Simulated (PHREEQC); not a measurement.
Consider water at 20 °C with 1.5 mmol/kgw Na2SeO4, 32 mmol/kgw NaOH and 39 mmol/kgw CaCl2. Closed to the air; pH follows from the charge balance.

The numbers come from PHREEQC with the ion-association model, wateq4f.dat.

The ionic strength comes out as 0.140 mol/kgw. What activity coefficients do OH-, Cl-, Na+, Ca+2, SeO4-2 get?

OH- 0.74, Cl- 0.74, Na+ 0.77, Ca+2 0.36, SeO4-2 0.34.

This is a speciation only: nothing precipitates in the calculation.
